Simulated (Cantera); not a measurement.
Feed: 1 mol MgO, 1.3 mol SO2, 4.4 mol CO2, held at 0.690 bar.

Cantera equilibrium calculation (NASA polynomials, part measured and part estimated; ideal gas, pure solids and liquids). Candidate condensed phases: C, Mg, MgCO3, MgO, MgS, MgSO4, S; 26 gas species. Gases not in the tables: S3 to S7. Kinetics and transport are ignored.

Task: At 600 K, list the 5 most abundant gas species with their mole fractions, and the condensed phases.

Result: CO2 0.986, S8 0.0122, SO2 0.000845, S2 0.000757, COS 0.000523. Condensed: MgCO3(s) + MgSO4(s).
